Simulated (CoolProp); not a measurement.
Vapour-liquid equilibrium of propylene (1) + isobutane (2) at -33.85 °C; x and y are mole fractions of (1).

Model: multi-fluid Helmholtz-energy mixture model, Lemmon 2013 and Bücker 2006; pair parameters Bell 2016, in CoolProp.

Problem. Give the bubble pressure and the first vapour's composition at x = 0.05, 0.2, 0.875. Is there an azeotrope?

Solution. x = 0.05: 48.70 kPa, y = 0.235; x = 0.2: 67.26 kPa, y = 0.510; x = 0.875: 158.3 kPa, y = 0.976. No azeotrope shows between x = 0.05 and 0.95.

The pair parameters rest on a limited set of measurements; away from them the model extrapolates. The gap from Raoult's law changes sign with composition, which may be real or a fault of the pair parameters; it wasn't checked against measurements.
